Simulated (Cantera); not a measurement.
Charge: 1 mol SiH2Cl2, 12 mol NH3, at 1798 K and 0.0620 bar.

Cantera equilibrium calculation (NASA polynomials, part measured and part estimated; ideal gas, pure solids and liquids). Candidate condensed phases: NH4Cl, Si, Si3N4; 28 gas species. The tables' values for SiCl3, SiCl are old estimates; treat these amounts as uncertain. Gases not in the tables: Si2H6 and higher silanes. Equilibrium is a limit: real reactors are often held back by kinetics, nucleation or transport.

Base state: H2 0.715, N2 0.216, HCl 0.0570, SiCl2 0.0104, H 0.00120, SiCl3 8.93e-5, Cl 7.30e-5, SiCl 5.42e-5 (mole fractions); condensed: Si3N4(s).

What changes in the equilibrium state with this change: temperature from 1798 K to 725 K?


```csv
species,before,after
H2,0.715,0.711
N2,0.216,0.211
HCl,0.0570,0.0785
SiCl2,0.0104,<1e-9
SiCl4,1.24e-6,0.000125
H,0.00120,<1e-9
SiCl3,8.93e-5,<1e-9
Cl,7.30e-5,<1e-9
"Si3N4(s), mol",0.243,0.332
```

What changes in the equilibrium state with this change: 1 mol O2 added?


| species | before | after |
|---|---|---|
| H2 | 0.715 | 0.683 |
| N2 | 0.216 | 0.230 |
| HCl | 0.0570 | 0.0764 |
| SiCl2 | 0.0104 | 1.40e-6 |
| SiO | 0 | 0.00482 |
| H2O | 0 | 0.00482 |
| SiH2 | 1.56e-5 | 1.06e-9 |
| Si3N4(s), mol | 0.243 | 0 |
| SiO2(condensed), mol | 0 | 0.874 |
The tables hold silica as quartz up to 1696 K and as liquid above; real silica turns to tridymite and cristobalite and melts near 1996 K. Further candidate phases: H2O, SiO2, Si2N2O.
